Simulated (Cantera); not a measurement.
A Cantera script and what it prints.

```python
import numpy as np
import cantera as ct

gas_names = """
    F F2 H HF H2 H2F2 H3F3 H4F4 H5F5 H6F6 H7F7 N NF NF2 NF3 NH NH2 NH3 N2 N2H2 N2H4 Si SiF SiF2 SiF3
    SiF4 SiH SiHF3 SiH2 SiH2F2 SiH3 SiH3F SiH4 SiN Si2 Si2N Si3
""".split()
cond_names = """
    Si(cr) Si(L) Si3N4(a)
""".split()


# ... load() reads the species with a 1 bar reference pressure and builds the phases ...
atoms = {
    'Si': {'Si': 1},
    'NF3': {'N': 1, 'F': 3},
    'H2': {'H': 2},
}
top_T = {'Si3N4(a)': 2400}  # K; cautious upper limits of use, not melting points


# ... equilibrate(T, P, feed) seeds the gas with the atoms and calls Mixture.equilibrate('TP', solver="vcs", rtol=1e-11, max_steps=5000) ...
results = []
T = 773.15  # K
P = 13332.2  # Pa
for m in [0.61, 0.85, 1.2, 1.6, 2.3, 3.2, 4.4, 6.1, 8.5, 12, 16]:
    feed = {'Si': 1, 'NF3': 1.3, 'H2': m}  # mol
    mix = equilibrate(T, P, feed)
    results.append((T, P, feed, dict(zip(mix.species_names, mix.species_moles))))

top = {s: max(r[3][s] / sum(r[3][g] for g in gas_names) for r in results) for s in gas_names}
cols = sorted((s for s in top if top[s] > 0.0001), key=lambda s: -top[s])[:6]
seen = [c for c in cond_names if any(r[3].get(c, 0) > 1e-12 for r in results)]
print("log10 of partial pressures in bar; condensed amounts in mol")
print(f"{'n(H2)':>10s}" + "".join(f"{s[:9]:>10s}" for s in cols + seen))
for T, P, feed, n in results:
    ng = sum(n[g] for g in gas_names)
    print(f"{feed['H2']:10.4g}" + "".join(f"{np.log10(max(n[s] / ng * P / 1e5, 1e-99)):10.3f}" for s in cols)
          + "".join(f"{n.get(c, 0):10.4g}" for c in seen))
```

It prints:

```
log10 of partial pressures in bar; condensed amounts in mol
     n(H2)        H2      SiF4        N2       NH3  Si3N4(a)
      0.61    -1.436    -1.232    -1.420    -5.267  0.008335
      0.85    -1.336    -1.277    -1.464    -5.140  0.008336
       1.2    -1.244    -1.335    -1.522    -5.031  0.008336
       1.6    -1.177    -1.392    -1.580    -4.959  0.008337
       2.3    -1.105    -1.478    -1.666    -4.894  0.008338
       3.2    -1.052    -1.568    -1.756    -4.859   0.00834
       4.4    -1.010    -1.665    -1.852    -4.845  0.008342
       6.1    -0.977    -1.773    -1.961    -4.848  0.008344
       8.5    -0.950    -1.891    -2.078    -4.868  0.008348
        12    -0.930    -2.020    -2.208    -4.901  0.008353
        16    -0.917    -2.132    -2.320    -4.938  0.008357
```

These are equilibrium values from Cantera (NASA tables, ideal gas, pure condensed phases), not measurements of a reactor.
